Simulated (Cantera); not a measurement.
Thermal oxidation and active oxidation of silicon: Si + O2 + N2

Input: 1 mol Si, 1.1 mol O2, 9.3 mol N2, held at 23.0 mbar.

These are equilibrium values from Cantera (NASA tables, ideal gas, pure condensed phases), not measurements of a reactor. Candidate condensed phases: Si, SiO2, Si2N2O, Si3N4; 16 gas species. The tables hold silica as quartz up to 1696 K and as liquid above; real silica turns to tridymite and cristobalite and melts near 1996 K. Kinetics and transport are ignored.

| T (K) | log p N2 | log p O2 | log p NO | log p O | log p SiO | n SiO2(β-quartz) | n SiO2(condensed) |
|---|---|---|---|---|---|---|---|
| 1650 | -1.64 | -3.62 | -4.87 | -6.40 | -10.18 | 1.00 | 0 |
| 1675 | -1.64 | -3.63 | -4.82 | -6.28 | -9.80 | 1.00 | 0 |
| 1700 | -1.64 | -3.63 | -4.78 | -6.16 | -9.44 | 0 | 1.00 |
| 1725 | -1.64 | -3.63 | -4.74 | -6.05 | -9.09 | 0 | 1.000 |
| 1750 | -1.64 | -3.63 | -4.70 | -5.94 | -8.76 | 0 | 1.000 |
| 1775 | -1.64 | -3.63 | -4.67 | -5.84 | -8.43 | 0 | 1.000 |
| 1800 | -1.64 | -3.63 | -4.63 | -5.73 | -8.11 | 0 | 1.000 |
| 1825 | -1.64 | -3.64 | -4.59 | -5.63 | -7.80 | 0 | 1.000 |
| 1850 | -1.64 | -3.64 | -4.56 | -5.53 | -7.50 | 0 | 1.000 |
| 1875 | -1.64 | -3.64 | -4.53 | -5.44 | -7.21 | 0 | 1.000 |
| 1900 | -1.64 | -3.64 | -4.50 | -5.35 | -6.92 | 0 | 1.000 |
| 1925 | -1.64 | -3.65 | -4.46 | -5.26 | -6.64 | 0 | 1.000 |
| 1950 | -1.64 | -3.65 | -4.43 | -5.17 | -6.37 | 0 | 1.000 |
| 1975 | -1.64 | -3.66 | -4.40 | -5.09 | -6.11 | 0 | 1.000 |
log p: log10 of the partial pressure in bar; n: condensed amount in mol.

From 1650 K to 1675 K the condensed part is SiO2(β-quartz). From 1700 K to 1975 K the condensed part is SiO2(condensed).
